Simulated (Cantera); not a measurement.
A perfectly stirred reactor is fed with CO : H2 : CH4 : O2 : N2 = 0.74 : 0.045 : 0.57 : 3.02 : 11.4 (molar parts), equivalence ratio 0.51, at 3750 Torr; it is adiabatic with a 473 K inlet, and is followed from long to short residence time, starting on the burning branch (τ in s: 0.028, 0.013, 0.0065, 0.0032, 0.0016, 0.00076, 0.00037, 0.00018, 8.8e-05, 4.3e-05, 2.1e-05, 1e-05, 5e-06).

Computed with Cantera and GRI-Mech 3.0 (53 species, 325 reactions).

x: mole fraction; the columns are a selection and need not sum to one.

```tsv
τ (s)	T (K)	x CO	x H2	x CH4	x C2H2	x N2O	x O
0.028	1704	0.000491	2.62e-5	1.34e-5	2.27e-9	1.40e-6	4.76e-5
0.013	1700	0.000841	4.35e-5	2.23e-5	3.76e-9	1.92e-6	7.59e-5
0.0065	1695	0.00137	6.91e-5	3.55e-5	5.56e-9	2.39e-6	0.000116
0.0032	1686	0.00226	0.000111	5.74e-5	7.84e-9	2.70e-6	0.000178
0.0016	1673	0.00374	0.000178	9.38e-5	1.06e-8	2.75e-6	0.000267
0.00076	1648	0.00656	0.000296	0.000167	1.49e-8	2.52e-6	0.000393
0.00037	1599	___	___	___	___	___	___
0.00018	473	0.0469	0.00285	0.0361	<1e-12	<1e-12	<1e-12
8.8e-5	473	0.0469	0.00285	0.0361	<1e-12	<1e-12	<1e-12
4.3e-5	473	0.0469	0.00285	0.0361	<1e-12	<1e-12	<1e-12
2.1e-5	473	0.0469	0.00285	0.0361	<1e-12	<1e-12	<1e-12
1.0e-5	473	0.0469	0.00285	0.0361	<1e-12	<1e-12	<1e-12
5.0e-6	473	0.0469	0.00285	0.0361	<1e-12	<1e-12	<1e-12
```

### Question
What belongs in the gaps?

### Answer

- 0.00037, x CO: 0.0122
- 0.00037, x H2: 0.000509
- 0.00037, x CH4: 0.000341
- 0.00037, x C2H2: 2.50e-8
- 0.00037, x N2O: 2.00e-6
- 0.00037, x O: 0.000502
